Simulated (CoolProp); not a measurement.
2000 sccm (0 °C, 1 atm) of nitrogen bubbles through liquid ethanol at 335 K and leaves saturated at a total pressure of 0.15 MPa (ideal gas phase). Each further row changes one setting.

The numbers come from the reference Helmholtz-energy equation of state, Schroeder 2014 in CoolProp.

```tsv
case	vapour pressure (kPa)	mole fraction of vapour	delivery (mg/min)	delivery (sccm)	change of delivery for a bath 1 K warmer (%)
as stated	50.7	0.338	(withheld)	1020	7.0
bath temperature 340 K	(withheld)	(withheld)	(withheld)	(withheld)	7.7
total pressure 0.3 MPa	50.7	(withheld)	(withheld)	407	5.5
```

Q: Some entries are withheld; supply them.

A: 
- as stated, delivery (mg/min): 2100
- bath temperature 340 K, vapour pressure (kPa): 63.0
- bath temperature 340 K, mole fraction of vapour: 0.420
- bath temperature 340 K, delivery (mg/min): 2980
- bath temperature 340 K, delivery (sccm): 1450
- total pressure 0.3 MPa, mole fraction of vapour: 0.169
- total pressure 0.3 MPa, delivery (mg/min): 837
